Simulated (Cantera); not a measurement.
Input: 1 mol CuO, 0.97 mol CH4, 1.6 mol H2, 1.4 mol C, at 1.00 Torr.

Cantera equilibrium calculation (NASA polynomials, part measured and part estimated; ideal gas, pure solids and liquids). Candidate condensed phases: C, C6H6, C7H8, C8H18, Cu, CuO, Cu(OH)2, Cu2O, H2O; 113 gas species. Kinetics and transport are ignored.

Q: What share of the Cu ends up in condensed phases as a function of T (°C), at 1027, 1077, 1127, 1177, 1227, 1277, 1327, 1377?

A: 
```tsv
T (°C)	Cu condensed (%)	as
1027	99.9	Cu(s)
1077	99.8	Cu(s)
1127	99.5	Cu(l)
1177	98.8	Cu(l)
1227	97.2	Cu(l)
1277	93.6	Cu(l)
1327	86.0	Cu(l)
1377	70.5	Cu(l)
```
